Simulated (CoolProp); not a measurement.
Sulfur dioxide along the isotherm 206.45 °C: density (kg/m³) from the reference equation and from simpler models built on Tc = 157.5 °C, pc = 7.887 MPa, ω = 0.256; each cubic takes its own stable root.

Computed with CoolProp (reference Helmholtz-energy equation of state, Gao 2016).

```tsv
p (MPa)	phase	reference	van der Waals	Redlich-Kwong	Soave-Redlich-Kwong	Peng-Robinson
0.111	gas	1.789	1.789	1.790	1.789	1.790
0.197	gas	3.184	3.183	3.185	3.184	3.186
0.35	gas	5.683	5.681	5.686	5.682	5.691
0.622	gas	10.19	10.18	10.19	10.18	10.21
1.11	gas	18.46	18.44	18.49	18.45	18.54
1.97	gas	33.72	33.66	33.82	33.68	33.98
3.5	gas	63.32	63.21	63.70	63.14	64.16
6.22	gas	126.6	127.2	128.3	125.5	129.3
11.1	supercritical	308.0	349.6	322.4	294.0	310.3
19.7	supercritical	737.4	601.7	667.6	622.1	674.5
35	supercritical	938.3	710.6	854.0	827.0	909.6
```
